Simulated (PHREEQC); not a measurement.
Consider water at 25 °C with 0.009 mol CsF per kg of water. Closed to the air; pH follows from the charge balance.

Equilibrium calculation in PHREEQC: ion-association model, wateq4f.dat.

This is a speciation only: nothing precipitates in the calculation.

### Question
Estimate the pH.

### Answer
pH 7.55.

Complexes and solids missing from the database can't appear.
